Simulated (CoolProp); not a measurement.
Model: reference Helmholtz-energy equation of state, Akasaka 2019, in CoolProp.

**Question.** Give the vapour pressure (MPa), vapour density (kg/m³), enthalpy of vaporisation (kJ/kg), surface tension (mN/m) of saturated R1234ze(Z) at 330.8, 337.4 K.

**Answer.** 
| T (K) | p (MPa) | vapour density (kg/m³) | enthalpy of vaporisation (kJ/kg) | surface tension (mN/m) |
|---|---|---|---|---|
| 330.8 | 0.485 | 23.4 | 184 | 8.84 |
| 337.4 | 0.579 | 28.0 | 179 | 8.08 |

Surface tension comes from a separate correlation (Kondou 2015).
